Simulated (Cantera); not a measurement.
Input: 1 mol BCl₃, a varied amount of H₂, 0.4 mol N₂, held at 0.170 bar.

Method: chemical equilibrium by Gibbs-energy minimisation in Cantera with the NASA 1993 tables (ideal gas, pure condensed phases). Candidate condensed phases: B, BN, NH₄Cl; 21 gas species. N₂ is the only nitrogen source here; it is nearly inert below about 1500 K, so the nitride shown seldom forms there in practice. Mutual solubility and eutectic melting of coexisting phases are not modelled. The tables' values for BCl₂ are old estimates. The numbers say what is thermodynamically allowed, not how fast it happens.

Q: What condenses at these points (T in °C, n(H₂) in mol): (1000, 22); (1300, 8.5); (1000, 26); (1600, 30); (1800, 10)?

A: 
| T (°C) | n(H₂) in mol | condensed phases | B condensed (%) |
|---|---|---|---|
| 1000 | 22 | BN | 80.0 |
| 1300 | 8.5 | BN | 80.0 |
| 1000 | 26 | B + BN | 81.9 |
| 1600 | 30 | B + BN | 91.3 |
| 1800 | 10 | BN | 72.7 |
